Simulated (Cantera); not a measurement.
Input: 1 mol CH₃Cl, 0.47 mol F₂, held at 2.18 Torr.

Method: chemical equilibrium by Gibbs-energy minimisation in Cantera with the NASA 1993 tables (ideal gas, pure condensed phases). Candidate condensed phases: C, C₆H₆, C₇H₈, C₈H₁₈; 135 gas species. Ions and electrons are included (thermal ionisation). The numbers say what is thermodynamically allowed, not how fast it happens.

### Question
Which condensed phases are stable at each of these points (T (°C)): 1727, 1977, 2227, 2477, 2727, 2977, 3227, 3477, 3727, 3977, 4227, 4477, 4727?

### Answer
```
T (°C)  condensed phases  C condensed (%)
------  ----------------  ---------------
1727         C(graphite)             99.9
1977         C(graphite)             99.6
2227         C(graphite)             98.7
2477         C(graphite)             90.4
2727            gas only              0.0
2977            gas only              0.0
3227            gas only              0.0
3477            gas only              0.0
3727            gas only              0.0
3977            gas only              0.0
4227            gas only              0.0
4477            gas only              0.0
4727            gas only              0.0
```

From 1727 °C to 2477 °C the condensed part is C(graphite). From 2727 °C to 4727 °C nothing is condensed.
